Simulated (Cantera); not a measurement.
Input: 1 mol HMDSO, 1.6 mol O₂, 51 mol N₂, equilibrated at 1675 °C.

Cantera equilibrium calculation (NASA polynomials, part measured and part estimated; ideal gas, pure solids and liquids). Candidate condensed phases: C, C₆H₆, C₇H₈, C₈H₁₈, H₂O, Si, SiC, SiO₂, Si₂N₂O, Si₃N₄; 151 gas species. The feed counts by its element totals alone. Kinetics and transport are ignored.

**Question.** What share of the Si ends up in condensed phases as a function of P (Pa), at 5, 15, 45, 140, 410, 1200, 3700, 11000, 33000, 100000?

**Answer.** 
| P (Pa) | Si condensed (%) | as |
|---|---|---|
| 5 | 22.1 | SiC(s) |
| 15 | 73.5 | SiC(s) |
| 45 | 84.2 | SiC(s) |
| 140 | 88.9 | SiC(s) |
| 410 | 90.8 | SiC(s) |
| 1200 | 91.5 | SiC(s) |
| 3700 | 91.8 | SiC(s) |
| 11000 | 91.9 | SiC(s) |
| 33000 | 91.9 | SiC(s) |
| 100000 | 91.9 | SiC(s) |
